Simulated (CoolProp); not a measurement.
The numbers come from the reference Helmholtz-energy equation of state, Gao 2016 in CoolProp.

Q: For sulfur dioxide, give the phase and the density (kg/m³), cp (kJ/(kg K)), cv (kJ/(kg K)), expansivity (1/kK) at 135.25 °C and 1760 kPa.

A: 
- 135.25 °C and 1760 kPa: gas; density 36.9, cp 0.820, cv 0.605, expansivity 3.52
